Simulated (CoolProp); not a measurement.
Vapour-liquid equilibrium of n-pentane (1) + benzene (2) at 2.66 bar; x and y are mole fractions of (1).

Values from CoolProp's multi-fluid Helmholtz-energy mixture model, Thol 2019 and Thol 2012; pair parameters Bell 2016.

```
x     bubble temperature (°C)  y at the bubble point  dew temperature at overall composition x (°C)  liquid density (mol/L)
----  -----------------------  ---------------------  ---------------------------------------------  ----------------------
0.05                    108.5                  0.183                                          113.4                   9.834
0.15                     98.8                  0.420                                          109.8                   9.673
0.25                     91.8                      …                                          106.0                   9.481
0.35                     86.7                  0.660                                          101.8                   9.275
0.45                        …                  0.733                                           97.4                   9.064
0.55                     79.2                      …                                              …                   8.854
0.65                     76.3                  0.842                                           87.3                   8.649
0.75                     73.6                      …                                              …                   8.450
0.85                     71.1                  0.934                                           75.8                   8.258
0.95                     68.8                  0.978                                           70.2                   8.074
```

Q: Some entries are withheld; supply them.

A: 
- 0.25, y at the bubble point: 0.563
- 0.45, bubble temperature (°C): 82.6
- 0.55, y at the bubble point: 0.791
- 0.55, dew temperature at overall composition x (°C): 92.5
- 0.75, y at the bubble point: 0.889
- 0.75, dew temperature at overall composition x (°C): 81.6

No azeotrope shows between x = 0.05 and 0.95.

Pair parameters are fitted to limited data, so mixtures are less certain than the pure fluids.
